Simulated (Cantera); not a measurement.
A perfectly stirred reactor is fed with 8.33 % CH4, 1.25 % H2, 19.0 % O2, 71.4 % N2, equivalence ratio 0.91, at 10.0 bar; it is adiabatic with a 325 K inlet, and is followed from long to short residence time, starting on the burning branch (τ in s: 0.053, 0.03, 0.017, 0.0095, 0.0053, 0.003, 0.0017, 0.00096, 0.00054, 0.0003, 0.00017, 9.7e-05).

Model: GRI-Mech 3.0 (53 species, 325 reactions), integrated in Cantera.

One state of this run: T (K) = 2187; x CH4 = 1.35e-5; x H2 = 0.000768; x O2 = 0.0178; x H2O = 0.178; x CH3 = 5.90e-6; x HCN = 3.50e-7; x CH2O = 2.16e-6. x: mole fraction; the columns are a selection and need not sum to one.

Task: Which value of τ (s) does it belong to?
A) 0.053
B) 0.0095
C) 0.0017
D) 0.0053

Result: D, 0.0053
